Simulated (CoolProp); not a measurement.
Properties of octamethyltrisiloxane (MDM) along the isobar 1.01 bar (Tc = 292.2 °C, pc = 14.38 bar, ω = 0.528).

The numbers come from the reference Helmholtz-energy equation of state, Thol 2017 in CoolProp.

```json
[
 {"T (°C)": "66.05", "phase": "liquid", "density (kg/m³)": "773.4", "cp (kJ/(kg K))": "1.882", "cv (kJ/(kg K))": "1.568", "isothermal compressibility (1/MPa)": "0.002557", "expansivity (1/kK)": "1.353"},
 {"T (°C)": "72.35", "phase": "liquid", "density (kg/m³)": "766.8", "cp (kJ/(kg K))": "1.898", "cv (kJ/(kg K))": "1.584", "isothermal compressibility (1/MPa)": "0.002718", "expansivity (1/kK)": "1.377"},
 {"T (°C)": "78.75", "phase": "liquid", "density (kg/m³)": "760.0", "cp (kJ/(kg K))": "1.914", "cv (kJ/(kg K))": "1.600", "isothermal compressibility (1/MPa)": "0.002895", "expansivity (1/kK)": "1.402"},
 {"T (°C)": "85.15", "phase": "liquid", "density (kg/m³)": "753.2", "cp (kJ/(kg K))": "1.931", "cv (kJ/(kg K))": "1.616", "isothermal compressibility (1/MPa)": "0.003089", "expansivity (1/kK)": "1.430"},
 {"T (°C)": "91.45", "phase": "liquid", "density (kg/m³)": "746.3", "cp (kJ/(kg K))": "1.947", "cv (kJ/(kg K))": "1.632", "isothermal compressibility (1/MPa)": "0.003297", "expansivity (1/kK)": "1.458"},
 {"T (°C)": "97.85", "phase": "liquid", "density (kg/m³)": "739.3", "cp (kJ/(kg K))": "1.964", "cv (kJ/(kg K))": "1.649", "isothermal compressibility (1/MPa)": "0.003528", "expansivity (1/kK)": "1.489"},
 {"T (°C)": "104.15", "phase": "liquid", "density (kg/m³)": "732.4", "cp (kJ/(kg K))": "1.981", "cv (kJ/(kg K))": "1.665", "isothermal compressibility (1/MPa)": "0.003779", "expansivity (1/kK)": "1.522"},
 {"T (°C)": "110.55", "phase": "liquid", "density (kg/m³)": "725.2", "cp (kJ/(kg K))": "1.998", "cv (kJ/(kg K))": "1.681", "isothermal compressibility (1/MPa)": "0.004059", "expansivity (1/kK)": "1.558"},
 {"T (°C)": "116.85", "phase": "liquid", "density (kg/m³)": "718.0", "cp (kJ/(kg K))": "2.014", "cv (kJ/(kg K))": "1.697", "isothermal compressibility (1/MPa)": "0.004364", "expansivity (1/kK)": "1.596"},
 {"T (°C)": "123.25", "phase": "liquid", "density (kg/m³)": "710.6", "cp (kJ/(kg K))": "2.031", "cv (kJ/(kg K))": "1.714", "isothermal compressibility (1/MPa)": "0.004707", "expansivity (1/kK)": "1.637"},
 {"T (°C)": "129.55", "phase": "liquid", "density (kg/m³)": "703.2", "cp (kJ/(kg K))": "2.048", "cv (kJ/(kg K))": "1.730", "isothermal compressibility (1/MPa)": "0.005084", "expansivity (1/kK)": "1.682"},
 {"T (°C)": "135.95", "phase": "liquid", "density (kg/m³)": "695.6", "cp (kJ/(kg K))": "2.066", "cv (kJ/(kg K))": "1.746", "isothermal compressibility (1/MPa)": "0.005512", "expansivity (1/kK)": "1.731"},
 {"T (°C)": "142.25", "phase": "liquid", "density (kg/m³)": "687.9", "cp (kJ/(kg K))": "2.083", "cv (kJ/(kg K))": "1.762", "isothermal compressibility (1/MPa)": "0.005986", "expansivity (1/kK)": "1.784"},
 {"T (°C)": "148.65", "phase": "liquid", "density (kg/m³)": "680.0", "cp (kJ/(kg K))": "2.101", "cv (kJ/(kg K))": "1.778", "isothermal compressibility (1/MPa)": "0.006529", "expansivity (1/kK)": "1.843"},
 {"T (°C)": "155.05", "phase": "gas", "density (kg/m³)": "7.233", "cp (kJ/(kg K))": "1.783", "cv (kJ/(kg K))": "1.730", "isothermal compressibility (1/MPa)": "10.74", "expansivity (1/kK)": "3.084"},
 {"T (°C)": "161.35", "phase": "gas", "density (kg/m³)": "7.096", "cp (kJ/(kg K))": "1.797", "cv (kJ/(kg K))": "1.746", "isothermal compressibility (1/MPa)": "10.68", "expansivity (1/kK)": "2.989"}
]
```
